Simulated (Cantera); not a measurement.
Input: 1 mol Ti, 2.7 mol H2O, 150 mol H2, at 1.30 mbar.

Cantera equilibrium calculation (NASA polynomials, part measured and part estimated; ideal gas, pure solids and liquids). Candidate condensed phases: H2O, Ti, TiO, TiO2, Ti2O3, Ti3O5, Ti4O7; 12 gas species. Mutual solubility and eutectic melting of coexisting phases are not modelled. Condensed phases not in the tables: Magnéli phases beyond Ti4O7. Rates play no part.

x: gas mole fraction; n: condensed amount in mol.

```tsv
T (K)	x H2	x H	x H2O	x TiO	x OH	x TiO2	x O	n TiO2(rutile)	n Ti4O7(s)	n Ti3O5(s)
1325	0.995	4.53e-5	0.00458	<1e-12	(withheld)	1.09e-12	<1e-12	1.00	0	0
1400	0.994	0.000134	0.00622	2.79e-12	(withheld)	2.14e-11	2.06e-12	0	0.250	0
1475	0.993	0.000359	0.00622	5.79e-11	(withheld)	2.76e-10	1.86e-11	0	0.250	0
1550	0.993	0.000870	0.00646	8.63e-10	(withheld)	2.77e-9	1.42e-10	0	0.140	0.147
1625	0.991	0.00195	0.00676	9.43e-9	(withheld)	2.15e-8	9.05e-10	0	0	0.333
1700	0.989	0.00406	0.00675	8.51e-8	(withheld)	1.36e-7	4.72e-9	0	0	0.333
1775	0.985	0.00797	0.00674	6.33e-7	(withheld)	7.32e-7	2.14e-8	0	0	0.333
1850	0.978	0.0148	0.00671	3.97e-6	(withheld)	3.42e-6	8.62e-8	0	0	0.333
1925	0.967	0.0261	0.00667	2.14e-5	(withheld)	1.41e-5	3.13e-7	0	0	0.332
```

Question: What belongs in the gaps?

Answer: 
- 1325, x OH: 3.04e-9
- 1400, x OH: 1.67e-8
- 1475, x OH: 5.88e-8
- 1550, x OH: 1.90e-7
- 1625, x OH: 5.59e-7
- 1700, x OH: 1.43e-6
- 1775, x OH: 3.39e-6
- 1850, x OH: 7.49e-6
- 1925, x OH: 1.55e-5
